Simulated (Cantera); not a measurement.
Input (Python, Cantera):

```python
import numpy as np
import cantera as ct

gas = ct.Solution("gri30.yaml")
gas.TPX = 625, 240000, {'CO': 1, 'H2': 0.11, 'CH4': 0.87, 'O2': 1.64, 'N2': 5.9}
flame = ct.FreeFlame(gas, width=0.022)
flame.set_refine_criteria(ratio=3, slope=0.08, curve=0.16)
flame.transport_model = "mixture-averaged"
flame.solve(loglevel=0, auto=True)
z, T = flame.grid, flame.T
thick = (T[-1] - T[0]) / np.gradient(T, z).max()
show = ['CO', 'H2', 'CH4', 'HO2', 'HCO', 'CH3']
print(f"laminar burning velocity  {flame.velocity[0] * 100:.3f} cm/s")
print(f"burnt temperature         {T[-1]:.1f} K")
print(f"thermal thickness         {thick * 1e3:.4f} mm")
print(f"grid points               {len(z)}")
z0 = z[flame.heat_release_rate.argmax()]
print(f"{'z/mm':>9s}{'T/K':>9s}{'u/(m/s)':>9s}" + "".join(f"{s:>11s}" for s in show))
rows = []
for k in (-3, -2, -1.5, -1, -0.5, -0.25, 0, 0.25, 0.5, 1, 2, 4, 8):
    zz = z0 + k * thick
    rows.append([k * thick, np.interp(zz, z, T), np.interp(zz, z, flame.velocity),
                 *(np.interp(zz, z, flame.X[gas.species_index(s)]) for s in show)])
    print(f"{rows[-1][0] * 1e3:9.3f}{rows[-1][1]:9.1f}{rows[-1][2]:9.3f}" + "".join(f"{x:11.3e}" for x in rows[-1][3:]))
```

It prints:

```
laminar burning velocity  131.131 cm/s
burnt temperature         2361.3 K
thermal thickness         0.1393 mm
grid points               149
     z/mm      T/K  u/(m/s)         CO         H2        CH4        HO2        HCO        CH3
   -0.418    625.2    1.313  1.049e-01  1.256e-02  9.128e-02  1.165e-07  3.698e-16  9.985e-09
   -0.279    627.5    1.320  1.047e-01  1.471e-02  9.092e-02  2.231e-06  7.945e-14  1.711e-07
   -0.209    637.6    1.346  1.045e-01  1.747e-02  9.006e-02  1.262e-05  4.081e-12  9.974e-07
   -0.139    705.6    1.499  1.046e-01  2.289e-02  8.576e-02  8.431e-05  1.703e-09  1.330e-05
   -0.070   1112.8    2.398  1.116e-01  3.209e-02  6.160e-02  1.903e-04  1.581e-06  5.370e-04
   -0.035   1521.7    3.308  1.226e-01  3.689e-02  3.481e-02  1.884e-04  2.124e-05  2.501e-03
    0.000   1897.7    4.147  1.330e-01  3.821e-02  9.786e-03  8.957e-05  6.099e-05  3.136e-03
    0.035   2079.3    4.533  1.300e-01  3.477e-02  1.159e-03  1.851e-05  3.121e-05  8.095e-04
    0.070   2136.8    4.634  1.202e-01  3.231e-02  8.296e-05  5.935e-06  4.631e-06  8.096e-05
    0.139   2181.6    4.698  1.092e-01  3.245e-02  4.784e-07  2.704e-06  5.546e-07  5.842e-07
    0.279   2228.2    4.777  1.050e-01  3.315e-02  1.492e-10  1.662e-06  4.101e-07  2.144e-10
    0.557   2276.9    4.867  1.045e-01  3.288e-02  1.713e-13  9.553e-07  2.902e-07  4.730e-13
    1.115   2317.6    4.942  1.044e-01  3.253e-02  2.057e-13  4.422e-07  1.887e-07  4.298e-13
```

Computed with Cantera and GRI-Mech 3.0 (53 species, 325 reactions). Burning velocities carry a grid error of a few per cent, more on coarse grids.
